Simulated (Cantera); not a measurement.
Feed: 1 mol B2O3, a varied amount of NF3, held at 1350 °C and 2.60 Pa.

Cantera equilibrium calculation (NASA polynomials, part measured and part estimated; ideal gas, pure solids and liquids). Candidate condensed phases: B, BN, B2O3; 31 gas species. Kinetics and transport are ignored.

Question: At 4.7 mol NF3, list the 5 most abundant gas species with their mole fractions, and the condensed phases.

Answer: F 0.580, N2 0.168, BF3 0.143, O2 0.106, O 0.00122. Condensed: gas only.
